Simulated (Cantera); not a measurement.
An isothermal, constant-pressure homogeneous reactor starts with 4.49 % CH₄, 95.5 % H₂, at 2198 K and 0.0133 bar.

Computed with Cantera and GRI-Mech 3.0 (53 species, 325 reactions). GRI-Mech 3.0 stops at C3 and has no aromatics, soot or wall deposition, so with more carbon than oxygen in the feed, carbon stays in small species such as C2H2 where larger ones or solid carbon would form. Radical loss at walls, strong at low pressure, is not modelled.

x: mole fraction; the columns are a selection and need not sum to one.

```
t (s)        x CH₄   x H₂   x C₂H₄     x C₂H     x CH₃
--------  --------  -----  -------  --------  --------
0.000300    0.0439  0.954      [?]  3.40e-11  0.000973
0.000911    0.0416  0.952      [?]   9.36e-9   0.00278
0.00277     0.0326  0.950      [?]   8.45e-7   0.00570
0.00840     0.0132  0.956      [?]   6.34e-6   0.00353
0.0255     0.00258  0.959      [?]   1.27e-5  0.000926
0.0775    0.000371  0.954      [?]   1.82e-5  0.000179
0.235      5.45e-5  0.947      [?]   2.45e-5   3.52e-5
0.714      1.24e-5  0.937      [?]   3.24e-5   1.06e-5
2.17       9.08e-6  0.932  6.40e-7   3.61e-5   8.67e-6
6.59       9.01e-6  0.932  6.38e-7   3.62e-5   8.64e-6
20.0       9.01e-6  0.932  6.38e-7   3.62e-5   8.64e-6
```

Task: Fill in the missing entries.

Result: 
- 0.000300, x C₂H₄: 5.42e-6
- 0.000911, x C₂H₄: 8.81e-5
- 0.00277, x C₂H₄: 0.000298
- 0.00840, x C₂H₄: 9.89e-5
- 0.0255, x C₂H₄: 8.37e-6
- 0.0775, x C₂H₄: 1.49e-6
- 0.235, x C₂H₄: 9.55e-7
- 0.714, x C₂H₄: 7.16e-7
